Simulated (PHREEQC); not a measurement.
HCl is added in steps, without added water, to 1 kg of water holding 38 mmol/kgw KH2PO4 and 11 mmol/kgw NaOH, at 20 °C. O2 is buffered at 0.21 atm. CO2 is held at log p = -3.4 (atm). Solids allowed: Halite, Sylvite. Others were left out.

Base run: PHREEQC, ion-association model, phreeqc.dat. Each further column changes one thing. The table gives pH.

```tsv
HCl added (mol)	base	KH2PO4 from 0.038 to 0.38 mol/kgw	KH2PO4 replaced by K2HPO4 at the same molality	no solid may form
0	6.54	5.16	9.04	6.54
0.002975	6.37	…	…	6.37
0.005525	6.17	4.88	…	6.17
0.0085	5.80	4.62	8.56	5.80
0.01148	4.02	…	8.17	4.02
0.01402	3.24	3.97	…	3.24
0.017	2.92	3.73	7.56	2.92
```

Question: Fill in the missing entries.

Answer: 
- 0.002975, KH2PO4 from 0.038 to 0.38 mol/kgw: 5.03
- 0.002975, KH2PO4 replaced by K2HPO4 at the same molality: 8.93
- 0.005525, KH2PO4 replaced by K2HPO4 at the same molality: 8.80
- 0.01148, KH2PO4 from 0.038 to 0.38 mol/kgw: 4.26
- 0.01402, KH2PO4 replaced by K2HPO4 at the same molality: 7.84
